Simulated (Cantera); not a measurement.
Feed: 1 mol Si3N4, 18 mol F2, 4.2 mol N2, held at 1152 °C and 0.0150 bar.

Method: chemical equilibrium by Gibbs-energy minimisation in Cantera with the NASA 1993 tables (ideal gas, pure condensed phases). Candidate condensed phases: Si, Si3N4; 16 gas species. The numbers say what is thermodynamically allowed, not how fast it happens.

What is the equilibrium state?


```json
{
 "x(F)": "0.720",
 "x(N2)": "0.187",
 "x(SiF4)": "0.0906",
 "x(F2)": "0.00212",
 "gas_amount": "33.13 mol",
 "log10 activity of Si(s) (absent)": "-45.56"
}
```
